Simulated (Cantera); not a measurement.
An isothermal, constant-pressure homogeneous reactor starts with H2 : O2 : N2 = 0.77 : 1 : 5.8 (molar parts), equivalence ratio 0.39, at 973 K and 630 Torr.

Computed with Cantera and the H2/O2 subset of GRI-Mech 3.0, which has no nitrogen chemistry. The temperature is held fixed by assumption; the heat of reaction is taken as removed at once.

One state of this run: x H2 = 0.00562; x O2 = 0.0881; x HO2 = 2.75e-5; x O = 5.51e-7; x H2O2 = 9.78e-5; x H2O = 0.101. x: mole fraction; the columns are a selection and need not sum to one.

Problem. Which value of t (s) does it belong to?
(A) 0.00909
(B) 0.00218
(C) 2.75
(D) 0.158

Solution. D, 0.158
